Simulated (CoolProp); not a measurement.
Saturated liquid density (kg/m³) of CF4 (R14): the reference equation beside estimates from Tc = -45.8 °C, pc = 3762 kPa, ω = 0.178. Rackett uses Z = 0.29056 − 0.08775 ω.

Model: reference Helmholtz-energy equation of state, Platzer 1990, in CoolProp. This equation is an older, rougher fit; its heat capacities, sound speeds and derivatives of the liquid may be far off and weren't checked against measurements.

```
T (°C)   reference     Rackett  Soave-Redlich-Kwong
------  ----------  ----------  -------------------
-97.25        1424        1483                 1367
-92.45        1392        1449                 1328
-87.75        1359  (withheld)                 1287
-82.95  (withheld)        1376                 1242
-78.15        1286        1335                 1193
-73.45        1246  (withheld)                 1142
-68.65        1201        1245           (withheld)
-63.95        1152        1193                 1020
-59.15        1093  (withheld)           (withheld)
-54.35        1020        1057           (withheld)
-49.65  (withheld)       954.3                744.8
```

**Question.** What belongs in the gaps?

**Answer.** 
- -87.75, Rackett: 1414
- -82.95, reference: 1324
- -73.45, Rackett: 1293
- -68.65, Soave-Redlich-Kwong: 1084
- -59.15, Rackett: 1132
- -59.15, Soave-Redlich-Kwong: 946.6
- -54.35, Soave-Redlich-Kwong: 858.5
- -49.65, reference: 918.2

Absolute difference from the reference over all 11 rows, mean and median: Rackett 3.8 and 3.8 %, Soave-Redlich-Kwong 9.5 and 8.3 %.
